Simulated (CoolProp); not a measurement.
The numbers come from the reference Helmholtz-energy equation of state, Lemmon 2005 in CoolProp. It is a short technical equation, of lower accuracy than the large ones.

Give the vapour pressure (bar), liquid density (kg/m³), surface tension (mN/m) of saturated cis-2-butene at 33.45, 108.25 °C.


| T (°C) | p (bar) | liquid density (kg/m³) | surface tension (mN/m) |
|---|---|---|---|
| 33.45 | 2.78 | 605 | 13.0 |
| 108.25 | 16.7 | 495 | 4.41 |

Surface tension comes from a separate correlation (Mulero 2014).
